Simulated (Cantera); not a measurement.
An adiabatic, constant-volume homogeneous reactor starts with C3H8 : O2 : N2 = 1 : 11.4 : 42.7 (molar parts), at 1800 K and 17300 Torr. Integrator tolerance rtol = 1e-08.

Detailed kinetics in Cantera: GRI-Mech 3.0 (53 species, 325 reactions). GRI-Mech 3.0 was tuned for natural gas; its chemistry of propane as a main component is partial and can be far from experiment. The pressure lies above the range GRI-Mech 3.0 was tuned for (to about 10 atm).

Q: What does this change do: constant pressure in place of constant volume?

A: 
| quantity | before | after |
|---|---|---|
| time of steepest temperature rise | 1.21 µs | 1.33 µs |
| temperature at 6.00 s | 2810 K | 2634 K |
| equilibrium temperature | 2810 K | 2634 K |
| x(C3H8) at 6.00 s | <1e-12 (gas-phase equilibrium <1e-12) | <1e-12 (gas-phase equilibrium <1e-12) |
| x(O2) at 6.00 s | 0.0994 (gas-phase equilibrium 0.0994) | 0.103 (gas-phase equilibrium 0.103) |
| x(N2O) at 6.00 s | 8.27e-6 (gas-phase equilibrium 8.27e-6) | 5.12e-6 (gas-phase equilibrium 5.12e-6) |
| x(NO2) at 6.00 s | 6.97e-5 (gas-phase equilibrium 6.97e-5) | 5.12e-5 (gas-phase equilibrium 5.12e-5) |
| x(HCN) at 6.00 s | 8.89e-11 (gas-phase equilibrium 8.89e-11) | 1.58e-11 (gas-phase equilibrium 1.58e-11) |
| x(C2H4) at 6.00 s | <1e-12 (gas-phase equilibrium <1e-12) | <1e-12 (gas-phase equilibrium <1e-12) |
